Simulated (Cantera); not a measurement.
Feed: 1 mol Si, a varied amount of HF, 26 mol N₂, held at 800 °C and 5.40 Pa.

Method: chemical equilibrium by Gibbs-energy minimisation in Cantera with the NASA 1993 tables (ideal gas, pure condensed phases). Candidate condensed phases: Si, Si₃N₄; 37 gas species. N₂ is the only nitrogen source here; it is nearly inert below about 1500 K, so the nitride shown seldom forms there in practice. The tables' values for SiF₃ are old estimates; treat these amounts as uncertain. Rates play no part.

x: gas mole fraction; n: condensed amount in mol.

| n(HF) (mol) | x N₂ | x H₂ | x SiF₄ | x HF | x SiF₃ | n Si₃N₄(s) |
|---|---|---|---|---|---|---|
| 1 | 0.971 | 0.0189 | 0.00940 | 0.000224 | 8.36e-5 | 0.250 |
| 1.2 | 0.966 | … | … | … | 9.55e-5 | 0.234 |
| 1.4 | 0.960 | 0.0262 | 0.0130 | 0.000285 | 0.000107 | 0.217 |
| 1.5 | 0.958 | 0.0279 | 0.0139 | 0.000300 | 0.000112 | 0.209 |
| 1.8 | 0.950 | 0.0332 | 0.0165 | 0.000341 | 0.000128 | 0.184 |
| 2 | 0.945 | 0.0366 | 0.0182 | 0.000366 | 0.000138 | 0.167 |
| 2.3 | 0.937 | 0.0417 | 0.0207 | 0.000403 | 0.000152 | 0.142 |
| 2.6 | 0.930 | 0.0467 | 0.0232 | 0.000438 | 0.000166 | 0.117 |
| 3 | 0.920 | 0.0532 | 0.0264 | 0.000483 | 0.000183 | 0.0840 |
| 3.4 | 0.910 | … | … | 0.000524 | 0.000200 | … |
| 3.9 | 0.899 | 0.0671 | 0.0334 | 0.000573 | 0.000219 | 0.00911 |
| 4.5 | 0.881 | 0.0678 | 0.0339 | 0.0170 | 7.55e-6 | 0 |

**Question.** Complete the blanks.

**Answer.** 
- 1.2, x H₂: 0.0226
- 1.2, x SiF₄: 0.0112
- 1.2, x HF: 0.000256
- 3.4, x H₂: 0.0595
- 3.4, x SiF₄: 0.0296
- 3.4, n Si₃N₄(s): 0.0507
